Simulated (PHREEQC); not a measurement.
# Polishing slurry liquid: speciation

Consider water at 25 °C with 0.0093 mol TMAH, 0.0001 mol K2SO4 and 0.00031 mol KH2PO4 per kg of water. Closed to the air; pH follows from the charge balance.

All values are PHREEQC results (ion-association model, phreeqc.dat), not measurements.

This is a speciation only: nothing precipitates in the calculation.

Q: What pH, ionic strength does the model give?

A: pH 11.90; ionic strength 0.0104 mol/kgw.

Q: In which forms is P present?

A: HPO4-2 62 %, PO4-3 38 % of the P.

(CH3)4N+ isn't in the database: it is added as a free cation with an ion size of 4 Å.
